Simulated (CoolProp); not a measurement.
Vapour-liquid equilibrium of n-perfluoropentane (1) + n-pentane (2) at 58.45 °C; x and y are mole fractions of (1).

Computed with CoolProp (multi-fluid Helmholtz-energy mixture model, Gao 2022 and Thol 2019; pair parameters Bell 2016).

### Question
Give the bubble pressure and the first vapour's composition at x = 0.05, 0.35, 0.8. Is there an azeotrope?

### Answer
x = 0.05: 0.2664 MPa, y = 0.248; x = 0.35: 0.3545 MPa, y = 0.494; x = 0.8: 0.3362 MPa, y = 0.671. y crosses x between x = 0.5 and 0.65: the model has an azeotrope there.

Pair parameters are fitted to limited data, so mixtures are less certain than the pure fluids. With so large a gap from Raoult's law the liquid may split in two, which this calculation doesn't test in full.
